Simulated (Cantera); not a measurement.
A closed system holds: 1 mol Si3N4, 2.6 mol F2, 12 mol H2, equilibrated at 1198 K and 0.133 bar.

Cantera equilibrium calculation (NASA polynomials, part measured and part estimated; ideal gas, pure solids and liquids). Candidate condensed phases: Si, Si3N4; 37 gas species. The tables' values for SiF3 are old estimates; treat these amounts as uncertain. Equilibrium is a limit: real reactors are often held back by kinetics, nucleation or transport.

Base state: H2 0.845, SiF4 0.0901, N2 0.0611, HF 0.00190, SiHF3 0.00129, SiF3 0.000244 (mole fractions); condensed: Si3N4(s).

What changes in the equilibrium state with this change: F2 from 2.6 to 19 mol?


```tsv
species	before	after
HF	0.00190	0.776
SiF4	0.0901	0.0970
N2	0.0611	0.0646
H2	0.845	<1e-9
F	<1e-9	0.0608
F2	<1e-9	0.00192
SiHF3	0.00129	<1e-9
SiF3	0.000244	<1e-9
Si3N4(s), mol	0.567	0
```
